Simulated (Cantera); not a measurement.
What does this Cantera script print?

```python
import numpy as np
import cantera as ct

gas_names = [...]  # 113 gases of nasa_gas.yaml made of C, H, O, Pb
cond_names = """
    C(gr) C6H6(L) C7H8(L) C8H18(L),n-octa H2O(s) H2O(L) Pb(cr) Pb(L) PbO(rd) PbO(yw) PbO(L) PbO2(s)
    Pb3O4(s)
""".split()


# ... load() reads the species with a 1 bar reference pressure and builds the phases ...
atoms = {
    'PbO': {'Pb': 1, 'O': 1},
    'H2': {'H': 2},
    'CO': {'C': 1, 'O': 1},
}
top_T = {'C(gr)': 4500, 'Pb3O4(s)': 820}  # K; cautious upper limits of use, not melting points


# ... equilibrate(T, P, feed) seeds the gas with the atoms and calls Mixture.equilibrate('TP', solver="vcs", rtol=1e-11, max_steps=5000) ...
results = []
feed = {'PbO': 1, 'H2': 2.9, 'CO': 4.8}  # mol
T = 1123.15  # K
P = 13332.2  # Pa
mix = equilibrate(T, P, feed)
results.append((T, P, feed, dict(zip(mix.species_names, mix.species_moles))))
print(gas.report(threshold=1e-05))
for i in range(1, mix.n_phases):
    print(f"{mix.phase(i).name:16s} {mix.phase_moles(i):12.5e} mol")
```

Output:

```
       temperature   1123.2 K
          pressure   13332 Pa
           density   0.029346 kg/m^3
  mean mol. weight   20.555 kg/kmol
   phase of matter   gas

                          1 kg             1 kmol
                     ---------------   ---------------
          enthalpy       -3.7159e+06       -7.6381e+07  J
   internal energy       -4.1702e+06        -8.572e+07  J
           entropy             11895         2.445e+05  J/K
    Gibbs function       -1.7076e+07         -3.51e+08  J
 heat capacity c_p            1699.2             34927  J/K
 heat capacity c_v            1294.7             26613  J/K

                      mass frac. Y      mole frac. X     chem. pot. / RT
                     ---------------   ---------------   ---------------
               CH4        9.7502e-06        1.2492e-05           -47.075
                CO           0.74136           0.54405           -40.372
               CO2           0.16801          0.078473           -75.553
                H2          0.031861           0.32486           -20.941
               H2O          0.044903          0.051235           -56.122
                Pb          0.013852         0.0013742           -10.274
     [ +107 minor]        5.0655e-07        1.0729e-07

C(gr)             0.00000e+00 mol
Pb(L)             9.89404e-01 mol
PbO(yw)           0.00000e+00 mol
PbO2(s)           0.00000e+00 mol
```

Equilibrium computed with Cantera from the NASA thermochemical tables; the gas is ideal and each condensed phase is pure.
